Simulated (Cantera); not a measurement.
## Adiabatic ignition

An adiabatic, constant-pressure homogeneous reactor starts with 10.0 % CH₄, 0.993 % H₂, 18.7 % O₂, 70.3 % N₂, equivalence ratio 1.1, at 1400 K and 2.40 bar.

Model: GRI-Mech 3.0 (53 species, 325 reactions), integrated in Cantera.

```json
[
 {"t (s)": "2.00e-6", "T (K)": "1400", "x CH₄": "0.100", "x H₂": "0.00993", "x O₂": "0.187", "x H": "3.55e-9", "x HCO": "<1e-12", "x N₂O": "<1e-12"},
 {"t (s)": "5.79e-6", "T (K)": "1400", "x CH₄": "0.100", "x H₂": "0.00993", "x O₂": "0.187", "x H": "5.05e-9", "x HCO": "<1e-12", "x N₂O": "<1e-12"},
 {"t (s)": "1.68e-5", "T (K)": "1400", "x CH₄": "0.100", "x H₂": "0.00993", "x O₂": "0.187", "x H": "1.05e-8", "x HCO": "<1e-12", "x N₂O": "2.74e-12"},
 {"t (s)": "4.85e-5", "T (K)": "1400", "x CH₄": "0.100", "x H₂": "0.00993", "x O₂": "0.187", "x H": "3.94e-8", "x HCO": "9.15e-12", "x N₂O": "2.04e-11"},
 {"t (s)": "0.000140", "T (K)": "1400", "x CH₄": "0.100", "x H₂": "0.00992", "x O₂": "0.187", "x H": "2.88e-7", "x HCO": "5.32e-10", "x N₂O": "1.42e-10"},
 {"t (s)": "0.000406", "T (K)": "1406", "x CH₄": "0.0989", "x H₂": "0.00986", "x O₂": "0.186", "x H": "9.13e-7", "x HCO": "1.66e-8", "x N₂O": "1.09e-9"},
 {"t (s)": "0.00118", "T (K)": "2784", "x CH₄": "<1e-12", "x H₂": "0.0221", "x O₂": "0.0112", "x H": "0.00781", "x HCO": "8.22e-8", "x N₂O": "4.82e-7"},
 {"t (s)": "0.00340", "T (K)": "2778", "x CH₄": "<1e-12", "x H₂": "0.0226", "x O₂": "0.00934", "x H": "0.00739", "x HCO": "8.04e-8", "x N₂O": "5.51e-7"},
 {"t (s)": "0.00985", "T (K)": "2777", "x CH₄": "<1e-12", "x H₂": "0.0226", "x O₂": "0.00928", "x H": "0.00738", "x HCO": "8.04e-8", "x N₂O": "5.55e-7"},
 {"t (s)": "0.0285", "T (K)": "2777", "x CH₄": "<1e-12", "x H₂": "0.0226", "x O₂": "0.00928", "x H": "0.00738", "x HCO": "8.04e-8", "x N₂O": "5.55e-7"},
 {"t (s)": "0.0825", "T (K)": "2777", "x CH₄": "<1e-12", "x H₂": "0.0226", "x O₂": "0.00928", "x H": "0.00738", "x HCO": "8.04e-8", "x N₂O": "5.55e-7"},
 {"t (s)": "0.239", "T (K)": "2777", "x CH₄": "<1e-12", "x H₂": "0.0226", "x O₂": "0.00928", "x H": "0.00738", "x HCO": "8.04e-8", "x N₂O": "5.55e-7"},
 {"t (s)": "0.691", "T (K)": "2777", "x CH₄": "<1e-12", "x H₂": "0.0226", "x O₂": "0.00928", "x H": "0.00738", "x HCO": "8.04e-8", "x N₂O": "5.55e-7"},
 {"t (s)": "2.00", "T (K)": "2777", "x CH₄": "<1e-12", "x H₂": "0.0226", "x O₂": "0.00928", "x H": "0.00738", "x HCO": "8.04e-8", "x N₂O": "5.55e-7"}
]
```
x: mole fraction; the columns are a selection and need not sum to one.

- time of steepest temperature rise = 1.03 ms
- temperature at 2.00 s = 2777 K
- equilibrium temperature = 2777 K
- x(CH₄) at 2.00 s = <1e-12 (gas-phase equilibrium <1e-12)
- x(H₂) at 2.00 s = 0.0226 (gas-phase equilibrium 0.0226)
- x(O₂) at 2.00 s = 0.00928 (gas-phase equilibrium 0.00928)
